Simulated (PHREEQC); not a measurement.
Consider water at 7 °C with 0.0015 mol/kgw HNO3, 0.00024 mol/kgw Fe(NO3)3 and 0.23 mol/kgw CuSO4. Closed to the air; pH follows from the charge balance.

Equilibrium calculation in PHREEQC: ion-association model, wateq4f.dat.

```json
[
 {"quantity": "pH", "before": "3.39", "after": "4.76"},
 {"quantity": "ionic strength (mol/kgw)", "before": "0.447", "after": "0.00786"},
 {"quantity": "CuSO4 (mol/kgw)", "before": "0.118", "after": "0.000340"},
 {"quantity": "Cu+2 (mol/kgw)", "before": "0.112", "after": "0.00196"},
 {"quantity": "SO4-2 (mol/kgw)", "before": "0.111", "after": "0.00196"},
 {"quantity": "HSO4- (mol/kgw)", "before": "0.000993", "after": "1.77e-6"},
 {"quantity": "SI of Chalcanthite (CuSO4:5H2O)", "before": "-0.44", "after": "-3.01"}
]
```

Q: What was changed between the two runs?
A. Fe(NO3)3 left out
B. diluted 100-fold with water
C. temperature from 7 to 35 °C
D. temperature from 7 to 20 °C
E. diluted 5-fold with water

A: B, diluted 100-fold with water

No solid was allowed to form. Some of these states are supersaturated (in Hematite (slow to form), Goethite (slow to form), for instance). Constants without temperature data keep their 25 °C values here.
